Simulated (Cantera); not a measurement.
**Equilibrium for fluorocarbon and chlorocarbon gases: CH3F + Si**

Feed: 1 mol CH3F, 1 mol Si, held at 1248.15 K and 1.90 mbar.

Equilibrium computed with Cantera from the NASA thermochemical tables; the gas is ideal and each condensed phase is pure. Candidate condensed phases: C, C6H6, C7H8, C8H18, Si, SiC; 113 gas species. The tables' values for SiF3, SiF2 are old estimates; treat these amounts as uncertain. Equilibrium is a limit: real reactors are often held back by kinetics, nucleation or transport.

```yaml
x(H2): 0.852
x(SiF4): 0.138
x(HF): 0.00578
x(SiF3): 0.00285
x(SiHF3): 0.00113
x(SiF2): 5.67e-5
x(CH4): 1.54e-5
x(H): 9.92e-6
x(SiH2F2): 4.47e-6
n(C(graphite)): 0.249 mol
n(SiC(s)): 0.751 mol
gas_amount: 1.753 mol
log10 activity of Si(s) (absent): -2.65
```
